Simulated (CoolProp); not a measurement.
Saturation properties of methane.

Model: reference Helmholtz-energy equation of state, Setzmann 1991, in CoolProp.

```tsv
T (K)	p (bar)	vapour density (kg/m³)	liquid cp (kJ/(kg K))
105.7	0.6018	1.127	3.441
109.4	0.8372	1.525	3.465
113	1.129	___	3.491
116.7	___	2.613	3.520
120.3	1.955	___	3.552
124	2.517	4.203	___
127.7	3.191	___	3.630
131.3	3.968	___	___
135	4.904	7.855	3.728
```

**Question.** Complete the blanks.

**Answer.** 
- 113, vapour density (kg/m³): 2.006
- 116.7, p (bar): 1.505
- 120.3, vapour density (kg/m³): 3.326
- 124, liquid cp (kJ/(kg K)): 3.589
- 127.7, vapour density (kg/m³): 5.243
- 131.3, vapour density (kg/m³): 6.431
- 131.3, liquid cp (kJ/(kg K)): 3.675

It boils at 111.7 K under 1 atm.
